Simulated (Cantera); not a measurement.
A freely propagating, adiabatic, planar premixed flame of H2 : O2 : N2 = 1 : 0.417 : 1.57 (molar parts), unburnt at 573 K and 1000000 Pa; mixture-averaged transport, grid criteria slope 0.08 and curve 0.16, no radiation.

Cantera simulation using the H2/O2 subset of GRI-Mech 3.0, which has no nitrogen chemistry; the numbers are that mechanism's predictions, not measurements. The hydrogen kinetics of GRI-Mech 3.0 are dated; newer H2 mechanisms differ, most at raised pressure. Burning velocities carry a grid error of a few per cent, more on coarse grids.

Task: How do the results move with these cheaper or finer settings: unity-Lewis-number transport; multicomponent transport; multicomponent+Soret transport; grid criteria slope 0.5, curve 1; grid criteria slope 0.25, curve 0.5; grid criteria slope 0.03, curve 0.06?

Result: 
```csv
setting,laminar burning velocity,thermal thickness,peak x(H2O2),peak x(H),grid points
as above,683 cm/s,0.0240 mm,0.000127,0.0324,110
unity-Lewis-number transport,495 cm/s,0.0219 mm,7.04e-5,0.0388,106
multicomponent transport,674 cm/s,0.0239 mm,0.000127,0.0324,110
multicomponent+Soret transport,628 cm/s,0.0236 mm,0.000137,0.0308,111
"grid criteria slope 0.5, curve 1",720 cm/s,0.0293 mm,0.000113,0.0322,39
"grid criteria slope 0.25, curve 0.5",697 cm/s,0.0262 mm,0.000121,0.0328,49
"grid criteria slope 0.03, curve 0.06",676 cm/s,0.0234 mm,0.000128,0.0324,255
```
Unity Lewis numbers drop preferential diffusion, which matters most where H2 and H carry the flame; Soret adds thermal diffusion.
